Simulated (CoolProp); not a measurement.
Properties of sulfur hexafluoride along the isotherm 54.95 °C.

The numbers come from the reference Helmholtz-energy equation of state, Guder 2009 in CoolProp.

| p (MPa) | phase | Joule-Thomson coefficient (K/MPa) | isothermal compressibility (1/MPa) | fugacity coefficient |
|---|---|---|---|---|
| 0.00594 | gas | 7.096 | 168.4 | 0.9995 |
| 0.00924 | gas | 7.098 | 108.3 | 0.9993 |
| 0.0144 | gas | 7.101 | 69.53 | 0.9988 |
| 0.0224 | gas | 7.107 | 44.72 | 0.9982 |
| 0.0349 | gas | 7.115 | 28.73 | 0.9972 |
| 0.0543 | gas | 7.128 | 18.50 | 0.9956 |
| 0.0846 | gas | 7.148 | 11.90 | 0.9932 |
| 0.132 | gas | 7.180 | 7.659 | 0.9893 |
| 0.205 | gas | 7.231 | 4.962 | 0.9835 |
| 0.319 | gas | 7.312 | 3.221 | 0.9743 |
| 0.497 | gas | 7.444 | 2.101 | 0.9600 |
| 0.774 | gas | 7.664 | 1.387 | 0.9380 |
| 1.21 | gas | 8.052 | 0.9318 | 0.9035 |
| 1.88 | gas | 8.774 | 0.6596 | 0.8511 |
